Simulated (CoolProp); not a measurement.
A closed Brayton cycle with carbon dioxide: compressor inlet 329.15 K and 9.1 MPa, high pressure 24 MPa, turbine inlet 940 K, compressor efficiency 0.8, turbine efficiency 0.85, recuperator effectiveness 0.8 (on enthalpy, no pinch check). Each further row changes one setting.

Model: reference Helmholtz-energy equation of state, Span 1996, in CoolProp.

```json
[
 {"case": "as stated", "thermal efficiency (%)": "27.9", "net work (kJ/kg)": "87.0", "compressor to turbine work": "0.37", "compressor exit (K)": "409.7", "turbine exit (K)": "820.5"},
 {"case": "turbine inlet 890 K", "thermal efficiency (%)": "26.9", "net work (kJ/kg)": "78.9", "compressor to turbine work": "___", "compressor exit (K)": "409.7", "turbine exit (K)": "___"},
 {"case": "compressor inlet 339.15 K", "thermal efficiency (%)": "26.8", "net work (kJ/kg)": "80.0", "compressor to turbine work": "0.42", "compressor exit (K)": "___", "turbine exit (K)": "820.5"},
 {"case": "high pressure 20.4 MPa", "thermal efficiency (%)": "___", "net work (kJ/kg)": "75.4", "compressor to turbine work": "0.36", "compressor exit (K)": "395.8", "turbine exit (K)": "840.0"},
 {"case": "recuperator effectiveness 0.5", "thermal efficiency (%)": "19.1", "net work (kJ/kg)": "87.0", "compressor to turbine work": "0.37", "compressor exit (K)": "409.7", "turbine exit (K)": "820.5"}
]
```

Fill in the missing entries.


- turbine inlet 890 K, compressor to turbine work: 0.40
- turbine inlet 890 K, turbine exit (K): 774.6
- compressor inlet 339.15 K, compressor exit (K): 427.1
- high pressure 20.4 MPa, thermal efficiency (%): 25.9
